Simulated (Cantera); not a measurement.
An isothermal, constant-pressure homogeneous reactor starts with NO : N₂ = 1 : 3.2 (molar parts), at 1623 K and 0.326 atm.

Computed with Cantera and GRI-Mech 3.0 (53 species, 325 reactions).

### Question
Predict: x(NO) at 20.0 s; x(N₂) at 20.0 s; x(NO₂) at 20.0 s; x(O) at 20.0 s; x(O₂) at 20.0 s; x(N₂O) at 20.0 s.

### Answer
| Item | Value |
|---|---|
| x(NO) at 20.0 s | 0.210 (gas-phase equilibrium 0.00170) |
| x(N₂) at 20.0 s | 0.776 (gas-phase equilibrium 0.880) |
| x(NO₂) at 20.0 s | 0.000122 (gas-phase equilibrium 2.77e-6) |
| x(O) at 20.0 s | 4.21e-6 (gas-phase equilibrium 1.15e-5) |
| x(O₂) at 20.0 s | 0.0138 (gas-phase equilibrium 0.118) |
| x(N₂O) at 20.0 s | 1.58e-5 (gas-phase equilibrium 6.12e-8) |
